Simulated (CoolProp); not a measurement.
R1336mzz(Z) along the isotherm 500 K: fugacity coefficient from the reference equation and from simpler models built on Tc = 444.5 K, pc = 2.904 MPa, ω = 0.386; each cubic takes its own stable root.

Values from CoolProp's reference Helmholtz-energy equation of state, McLinden 2020.

```json
[
 {"p (MPa)": "1.81", "phase": "gas", "reference": "0.8622"},
 {"p (MPa)": "3.63", "phase": "supercritical", "reference": "0.7334"},
 {"p (MPa)": "5.44", "phase": "supercritical", "reference": "0.6180"},
 {"p (MPa)": "7.26", "phase": "supercritical", "reference": "0.5289"},
 {"p (MPa)": "9.07", "phase": "supercritical", "reference": "0.4696"},
 {"p (MPa)": "10.9", "phase": "supercritical", "reference": "0.4293"},
 {"p (MPa)": "12.7", "phase": "supercritical", "reference": "0.4016"},
 {"p (MPa)": "14.5", "phase": "supercritical", "reference": "0.3819"},
 {"p (MPa)": "16.3", "phase": "supercritical", "reference": "0.3678"},
 {"p (MPa)": "18.1", "phase": "supercritical", "reference": "0.3577"},
 {"p (MPa)": "20", "phase": "supercritical", "reference": "0.3504"},
 {"p (MPa)": "21.8", "phase": "supercritical", "reference": "0.3460"},
 {"p (MPa)": "23.6", "phase": "supercritical", "reference": "0.3435"},
 {"p (MPa)": "25.4", "phase": "supercritical", "reference": "0.3425"},
 {"p (MPa)": "27.2", "phase": "supercritical", "reference": "0.3430"},
 {"p (MPa)": "29", "phase": "supercritical", "reference": "0.3447"}
]
```

Problem. How far does each simpler model (Redlich-Kwong, Peng-Robinson) lie from the reference over these 16 states: mean and median of the absolute difference, and the worst?

Solution. 
- Redlich-Kwong: mean 2.7 %, median 2.5 %, worst +6.0 % at 500 K and 29 MPa
- Peng-Robinson: mean 3.0 %, median 3.5 %, worst +4.6 % at 500 K and 29 MPa
